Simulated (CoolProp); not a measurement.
Vapour-liquid equilibrium of CHF3 (R23) (1) + R113 (2) at 253 K; x and y are mole fractions of (1).

Model: multi-fluid Helmholtz-energy mixture model, Penoncello 2003 and Marx 1992; pair parameters Bell 2016, in CoolProp.

| x | bubble pressure (MPa) | y at the bubble point | dew pressure at overall composition x (MPa) | liquid density (mol/L) |
|---|---|---|---|---|
| 0.05 | 0.1327 | 0.961 | 0.005426 | (withheld) |
| 0.2 | (withheld) | 0.990 | 0.006448 | (withheld) |
| 0.35 | 0.8540 | 0.993 | (withheld) | 10.91 |
| 0.5 | 1.017 | 0.994 | 0.01033 | 11.96 |
| 0.65 | 1.087 | 0.995 | (withheld) | 13.16 |
| 0.8 | 1.158 | 0.996 | 0.02585 | (withheld) |
| 0.95 | 1.308 | 0.998 | 0.1041 | 16.10 |

Problem. Complete the blanks.

Solution. 
- 0.05, liquid density (mol/L): 9.157
- 0.2, bubble pressure (MPa): 0.5398
- 0.2, liquid density (mol/L): 9.981
- 0.35, dew pressure at overall composition x (MPa): 0.007941
- 0.65, dew pressure at overall composition x (MPa): 0.01476
- 0.8, liquid density (mol/L): 14.53

No azeotrope shows between x = 0.05 and 0.95.

Pair parameters are fitted to limited data, so mixtures are less certain than the pure fluids. The gap from Raoult's law changes sign with composition, which may be real or a fault of the pair parameters; it wasn't checked against measurements. With so large a gap from Raoult's law the liquid may split in two, which this calculation doesn't test in full.
